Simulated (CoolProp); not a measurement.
A simple Rankine cycle with cyclopropane: condensing at 330.15 K, boiler at 4.64 MPa, turbine inlet 472 K, turbine efficiency 0.6, pump efficiency 0.8, no recuperator. Each further row changes one setting.

Model: reference Helmholtz-energy equation of state, Polt 1992, in CoolProp. This equation is an older, rougher fit; its heat capacities, sound speeds and derivatives of the liquid may be far off and weren't checked against measurements.

```tsv
case	thermal efficiency (%)	net work (kJ/kg)	heat in (kJ/kg)	turbine exit temperature (K)	volume ratio over the turbine
as stated	7.1	42.6	598	432.8	3.04
condensing temperature 322.15 K	8.1	50.3	617	427.2	3.64
boiler pressure 3.25 MPa	5.1	31.4	618	447.6	2.08
turbine efficiency 0.5	5.8	34.4	598	436.7	3.08
```
